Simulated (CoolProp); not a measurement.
Normal hydrogen along the isotherm -241.65 °C: density (kg/m³) from the reference equation and from simpler models built on Tc = -240.0 °C, pc = 1296 kPa, ω = -0.219; each cubic takes its own stable root.

Values from CoolProp's reference Helmholtz-energy equation of state, Leachman 2009.

```csv
p (kPa),phase,reference
810,gas,8.941
1620,liquid,55.00
2430,liquid,58.60
3240,liquid,61.04
4050,liquid,62.94
4860,liquid,64.53
5670,liquid,65.91
6480,liquid,67.13
7290,liquid,68.23
8100,liquid,69.24
8910,liquid,70.16
9720,liquid,71.03
10500,liquid,71.81
11300,liquid,72.56
12200,liquid,73.36
13000,liquid,74.04
```

Problem. How far does each simpler model (van der Waals, Redlich-Kwong) lie from the reference over these 16 states: mean and median of the absolute difference, and the worst?

Solution. 
- van der Waals: mean 19.2 %, median 20.0 %, worst -22.2 % at -241.65 °C and 1620 kPa
- Redlich-Kwong: mean 4.1 %, median 4.8 %, worst +5.6 % at -241.65 °C and 13000 kPa
